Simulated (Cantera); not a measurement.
# Ti + H2O (titanium nitride, carbide and oxide coatings)

Charge: 1 mol Ti, a varied amount of H2O, equilibrated at 1402 °C and 3.70 mbar.

Method: chemical equilibrium by Gibbs-energy minimisation in Cantera with the NASA 1993 tables (ideal gas, pure condensed phases). Candidate condensed phases: H2O, Ti, TiO, TiO2, Ti2O3, Ti3O5, Ti4O7; 12 gas species. Equilibrium is a limit: real reactors are often held back by kinetics, nucleation or transport.

```tsv
n(H2O) (mol)	x H2	x H2O	x H	x OH	x O2	x O	x TiO2	n TiO2(rutile)
2.3	0.868	0.130	0.00178	1.29e-5	1.45e-9	2.14e-8	4.70e-8	1.00
2.9	0.688	0.310	0.00158	3.45e-5	1.30e-8	6.41e-8	4.70e-8	1.00
3.6	0.554	0.444	0.00142	5.51e-5	4.12e-8	1.14e-7	4.70e-8	1.00
4.6	0.434	0.565	0.00126	7.92e-5	1.09e-7	1.85e-7	4.70e-8	1.00
5.8	0.344	0.655	0.00112	0.000103	2.33e-7	2.71e-7	4.70e-8	1.00
7.2	0.277	0.722	0.00100	0.000127	4.36e-7	3.71e-7	4.70e-8	1.00
9.1	0.219	0.780	0.000894	0.000154	8.12e-7	5.06e-7	4.70e-8	1.00
11	0.181	0.818	0.000813	0.000177	1.31e-6	6.42e-7	4.70e-8	1.000
14	0.143	0.857	0.000721	0.000209	2.32e-6	8.55e-7	4.70e-8	1.000
```
x: gas mole fraction; n: condensed amount in mol.

From 2.3 mol H2O to 14 mol H2O the condensed part is TiO2(rutile). The main Ti-bearing gas is TiO2 throughout.
